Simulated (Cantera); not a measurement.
## Pyrogenic steam for wet oxidation

An isothermal, constant-pressure homogeneous reactor starts with 24.6 % H2, 15.4 % O2, 60.0 % N2, at 1248 K and 100000 Pa.

Detailed kinetics in Cantera: GRI-Mech 3.0 (53 species, 325 reactions). The temperature is held fixed by assumption; the heat of reaction is taken as removed at once.

```json
[
 {"t (s)": "2.00e-5", "x H2": "0.246", "x O2": "0.154", "x HO2": "9.08e-6", "x H2O2": "5.18e-8", "x OH": "6.82e-6", "x N2O": "1.09e-11"},
 {"t (s)": "7.96e-5", "x H2": "0.0118", "x O2": "0.0404", "x HO2": "5.52e-5", "x H2O2": "1.02e-5", "x OH": "0.00270", "x N2O": "8.41e-8"},
 {"t (s)": "0.000317", "x H2": "0.000906", "x O2": "0.0354", "x HO2": "2.16e-5", "x H2O2": "2.57e-6", "x OH": "0.000412", "x N2O": "1.28e-7"},
 {"t (s)": "0.00126", "x H2": "7.50e-5", "x O2": "0.0351", "x HO2": "3.07e-6", "x H2O2": "4.33e-7", "x OH": "0.000117", "x N2O": "1.40e-7"},
 {"t (s)": "0.00502", "x H2": "4.00e-6", "x O2": "0.0351", "x HO2": "2.54e-7", "x H2O2": "8.04e-8", "x OH": "4.40e-5", "x N2O": "1.44e-7"},
 {"t (s)": "0.0200", "x H2": "4.05e-7", "x O2": "0.0351", "x HO2": "3.90e-8", "x H2O2": "1.76e-8", "x OH": "1.93e-5", "x N2O": "1.44e-7"},
 {"t (s)": "0.0796", "x H2": "9.90e-8", "x O2": "0.0351", "x HO2": "1.29e-8", "x H2O2": "4.71e-9", "x OH": "9.68e-6", "x N2O": "1.33e-7"},
 {"t (s)": "0.317", "x H2": "5.25e-8", "x O2": "0.0351", "x HO2": "9.88e-9", "x H2O2": "2.09e-9", "x OH": "6.33e-6", "x N2O": "9.43e-8"},
 {"t (s)": "1.26", "x H2": "5.01e-8", "x O2": "0.0351", "x HO2": "9.81e-9", "x H2O2": "1.91e-9", "x OH": "6.03e-6", "x N2O": "2.65e-8"},
 {"t (s)": "5.02", "x H2": "5.01e-8", "x O2": "0.0351", "x HO2": "9.81e-9", "x H2O2": "1.91e-9", "x OH": "6.02e-6", "x N2O": "6.81e-9"},
 {"t (s)": "20.0", "x H2": "5.01e-8", "x O2": "0.0351", "x HO2": "9.81e-9", "x H2O2": "1.91e-9", "x OH": "6.02e-6", "x N2O": "6.76e-9"}
]
```
x: mole fraction; the columns are a selection and need not sum to one.

Equilibrium at this temperature and pressure: H2 5.01e-8, O2 0.0350, HO2 9.80e-9, H2O2 1.90e-9, OH 6.02e-6, N2O 6.76e-9 (gas phase only).
